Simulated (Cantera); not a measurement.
Standard-state values (1 bar) from the NASA 1993 polynomials, evaluated with Cantera. Values are per mole of reaction as written; species without (g) are pure solids or liquids, kept so even where they would boil at 1 bar.

2 SO3(g) + 2 K(g) = SO2(g) + K2SO4, with ΔH° = -1121.0 kJ and ΔS° = -410.3 J/K at 300 K.

Task: How far is the shortcut ΔG° ≈ ΔH°(300 K) − T·ΔS°(300 K) from the full temperature-dependent value at 498, 698, 898, 1098, 1298 K?

Result: 
| T (K) | shortcut (kJ) | full (kJ) | difference (kJ) | difference in log10 K |
|---|---|---|---|---|
| 498 | -916.7 | -918.4 | 1.7 | -0.18 |
| 698 | -834.6 | -841.3 | 6.7 | -0.50 |
| 898 | -752.5 | -767.7 | 15.2 | -0.88 |
| 1098 | -670.5 | -698.3 | 27.8 | -1.32 |
| 1298 | -588.4 | -631.1 | 42.7 | -1.72 |
The shortcut ignores the heat-capacity change of the reaction.
